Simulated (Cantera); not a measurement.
An adiabatic, constant-pressure homogeneous reactor starts with CH₄ : O₂ : N₂ = 1 : 5.71 : 21.5 (molar parts), equivalence ratio 0.35, at 1425 K and 25.0 bar.

Model: GRI-Mech 3.0 (53 species, 325 reactions), integrated in Cantera. The pressure lies above the range GRI-Mech 3.0 was tuned for (to about 10 atm).

One state of this run: T (K) = 1429; x CH₄ = 0.0346; x O₂ = 0.202; x HCO = 1.07e-8; x CH₃ = 7.02e-5; x HO₂ = 2.53e-5. x: mole fraction; the columns are a selection and need not sum to one.

Which value of t (s) does it belong to?
A. 0.700
B. 2.84e-5
C. 6.19e-5
D. 0.000135

C, 6.19e-5
